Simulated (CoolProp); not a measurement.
A simple Rankine cycle with R123: condensing at 330.15 K, boiler at 2.33 MPa, turbine inlet 431.2 K, turbine efficiency 0.85, pump efficiency 0.8, no recuperator. Each further row changes one setting.

Values from CoolProp's reference Helmholtz-energy equation of state, Younglove 1994. It is a modified Benedict-Webb-Rubin equation, recast in Helmholtz form.

```json
[
 {"case": "as stated", "thermal efficiency (%)": "14.5", "net work (kJ/kg)": "29.7", "heat in (kJ/kg)": "205", "turbine exit temperature (K)": "353.5", "volume ratio over the turbine": "[?]"},
 {"case": "turbine inlet 451.2 K", "thermal efficiency (%)": "14.7", "net work (kJ/kg)": "33.4", "heat in (kJ/kg)": "[?]", "turbine exit temperature (K)": "[?]", "volume ratio over the turbine": "9.95"},
 {"case": "condensing temperature 322.15 K", "thermal efficiency (%)": "15.6", "net work (kJ/kg)": "33.3", "heat in (kJ/kg)": "213", "turbine exit temperature (K)": "[?]", "volume ratio over the turbine": "[?]"},
 {"case": "boiler pressure 1.63 MPa", "thermal efficiency (%)": "12.9", "net work (kJ/kg)": "[?]", "heat in (kJ/kg)": "[?]", "turbine exit temperature (K)": "374.0", "volume ratio over the turbine": "6.61"},
 {"case": "turbine efficiency 0.75", "thermal efficiency (%)": "12.7", "net work (kJ/kg)": "26.0", "heat in (kJ/kg)": "205", "turbine exit temperature (K)": "358.3", "volume ratio over the turbine": "11.1"}
]
```

Question: Complete the blanks.

Answer: 
- as stated, volume ratio over the turbine: 11.0
- turbine inlet 451.2 K, heat in (kJ/kg): 228
- turbine inlet 451.2 K, turbine exit temperature (K): 378.6
- condensing temperature 322.15 K, turbine exit temperature (K): 347.5
- condensing temperature 322.15 K, volume ratio over the turbine: 13.9
- boiler pressure 1.63 MPa, net work (kJ/kg): 28.2
- boiler pressure 1.63 MPa, heat in (kJ/kg): 219
